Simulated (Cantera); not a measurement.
# Hydrocarbon pyrolysis for carbon deposition

An isothermal, constant-pressure homogeneous reactor starts with C₂H₆ : N₂ = 1 : 9.5 (molar parts), at 1798 K and 750 Torr.

Model: GRI-Mech 3.0 (53 species, 325 reactions), integrated in Cantera. GRI-Mech 3.0 stops at C3 and has no aromatics, soot or wall deposition, so with more carbon than oxygen in the feed, carbon stays in small species such as C2H2 where larger ones or solid carbon would form.

```tsv
t (s)	x C₂H₆	x C₂H₂	x H	x CH₄	x CH₃	x H₂	x C₂H₄
0.000500	3.07e-5	0.0645	9.89e-5	0.0293	0.000485	0.118	0.00320
0.000998	2.74e-5	0.0673	0.000102	0.0278	0.000462	0.121	0.000876
0.00199	2.29e-5	0.0687	0.000106	0.0253	0.000424	0.125	0.000490
0.00398	1.64e-5	0.0704	0.000111	0.0214	0.000362	0.131	0.000416
0.00794	9.63e-6	0.0727	0.000118	0.0163	0.000279	0.137	0.000350
0.0159	4.43e-6	0.0750	0.000125	0.0110	0.000190	0.145	0.000307
0.0317	1.63e-6	0.0769	0.000132	0.00660	0.000116	0.151	0.000291
0.0632	5.26e-7	0.0781	0.000137	0.00368	6.54e-5	0.155	0.000290
0.126	1.78e-7	0.0788	0.000139	0.00205	3.67e-5	0.157	0.000293
0.252	8.39e-8	0.0792	0.000141	0.00130	2.33e-5	0.158	0.000295
0.503	6.32e-8	0.0793	0.000141	0.00106	1.91e-5	0.158	0.000295
1.00	6.11e-8	0.0793	0.000141	0.00104	1.86e-5	0.158	0.000295
2.00	6.11e-8	0.0793	0.000141	0.00104	1.86e-5	0.158	0.000295
4.00	6.11e-8	0.0793	0.000141	0.00104	1.86e-5	0.158	0.000295
```
x: mole fraction; the columns are a selection and need not sum to one.

Equilibrium at this temperature and pressure: C₂H₆ 2.54e-8, C₂H₂ 0.0327, H 0.000141, CH₄ 0.000670, CH₃ 1.20e-5, H₂ 0.159, C₂H₄ 0.000122 (gas phase only).
